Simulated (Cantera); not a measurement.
A closed system holds: 1 mol PbS, 8.5 mol H2, 1.6 mol N2, held at 13.3 mbar.

Cantera equilibrium calculation (NASA polynomials, part measured and part estimated; ideal gas, pure solids and liquids). Candidate condensed phases: Pb, PbS, S; 18 gas species. Mutual solubility and eutectic melting of coexisting phases are not modelled. Kinetics and transport are ignored.

Q: Which condensed phases are stable at each of these points (T (K)): 950, 975, 1000, 1025, 1050, 1075, 1100, 1125, 1150?

A: 
```json
[
 {"T (K)": "950", "condensed phases": "Pb(l) + PbS(s)", "Pb condensed (%)": "98.0"},
 {"T (K)": "975", "condensed phases": "Pb(l) + PbS(s)", "Pb condensed (%)": "95.9"},
 {"T (K)": "1000", "condensed phases": "Pb(l) + PbS(s)", "Pb condensed (%)": "92.1"},
 {"T (K)": "1025", "condensed phases": "Pb(l) + PbS(s)", "Pb condensed (%)": "85.1"},
 {"T (K)": "1050", "condensed phases": "Pb(l) + PbS(s)", "Pb condensed (%)": "72.5"},
 {"T (K)": "1075", "condensed phases": "Pb(l) + PbS(s)", "Pb condensed (%)": "50.5"},
 {"T (K)": "1100", "condensed phases": "Pb(l)", "Pb condensed (%)": "19.0"},
 {"T (K)": "1125", "condensed phases": "Pb(l)", "Pb condensed (%)": "6.5"},
 {"T (K)": "1150", "condensed phases": "gas only", "Pb condensed (%)": "0.0"}
]
```

From 950 K to 1075 K the condensed part is Pb(l) + PbS(s). From 1100 K to 1125 K the condensed part is Pb(l). At 1150 K nothing is condensed.
